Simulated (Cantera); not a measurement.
Feed: 1 mol MgCO3, 0.18 mol H2O, equilibrated at 2098.15 K and 4.60 mbar.

Method: chemical equilibrium by Gibbs-energy minimisation in Cantera with the NASA 1993 tables (ideal gas, pure condensed phases). Candidate condensed phases: C, C6H6, C7H8, C8H18, H2O, Mg, MgCO3, MgO, Mg(OH)2; 116 gas species. The numbers say what is thermodynamically allowed, not how fast it happens.

Base state: CO2 0.670, H2O 0.130, CO 0.119, O2 0.0577, OH 0.0103, O 0.00486, H2 0.00469, H 0.00311 (mole fractions); condensed: MgO(s).

Q: What changes in the equilibrium state with this change: temperature from 2098.15 K to 1523.15 K?

A: 
```json
[
 {"species": "CO2", "before": "0.670", "after": "0.844"},
 {"species": "H2O", "before": "0.130", "after": "0.152"},
 {"species": "CO", "before": "0.119", "after": "0.00242"},
 {"species": "O2", "before": "0.0577", "after": "0.00126"},
 {"species": "OH", "before": "0.0103", "after": "0.000126"},
 {"species": "Mg(OH)2", "before": "1.08e-5", "after": "3.85e-8"},
 {"species": "Mg", "before": "0.000451", "after": "<1e-9"},
 {"species": "MgOH", "before": "3.17e-5", "after": "<1e-9"},
 {"species": "MgO(s), mol", "before": "0.999", "after": "1.00"}
]
```
